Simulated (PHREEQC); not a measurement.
Dissolve 0.011 mol/kgw LiBr and 0.00028 mol/kgw NH4Br at 25 °C. It is in equilibrium with CO2 at log p = -1 (atm). Otherwise closed; pH follows from the charge balance.

Computed with PHREEQC (ion-association model, phreeqc.dat).

This is a speciation only: nothing precipitates in the calculation.

Q: What pH, specific conductance does the model give?

A: pH 4.41; specific conductance 1220 µS/cm.

Q: In which forms is C present?

A: CO2 99 %, HCO3- 1.3 % of the C.
